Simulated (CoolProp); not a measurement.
The fluid at 298.15 K and 0.75 MPa flows at 0.25 m/s in a round tube of 20 mm bore and 0.25 µm roughness, fully developed (64/Re and Nu = 3.66 if laminar; Colebrook and Gnielinski if turbulent). The same conditions are run with several fluids, on thermodynamics alone (safety and materials aside).

Computed with CoolProp (reference Helmholtz-energy equation of state of each fluid (normal hydrogen: Leachman 2009; sulfur hexafluoride: Guder 2009; R125: Lemmon 2005; R507A: Lemmon 2003)). Blends and air are pseudo-pure fits.

```csv
fluid,Reynolds number,Darcy friction factor,pressure drop (Pa/m),heat-transfer coefficient (W/(m² K)),mass flow (kg/h)
normal hydrogen,341,0.188,0.178,34.2,0.172
sulfur hexafluoride,15800,0.0275,?,30.5,13.7
R125,15900,?,1.78,32.7,?
R507A,13900,0.0284,1.53,30.4,9.77
```

Problem. Some entries are withheld; supply them.

Solution. 
- sulfur hexafluoride, pressure drop (Pa/m): 2.08
- R125, Darcy friction factor: 0.0274
- R125, mass flow (kg/h): 11.7

Transport values come from each fluid's own correlations.
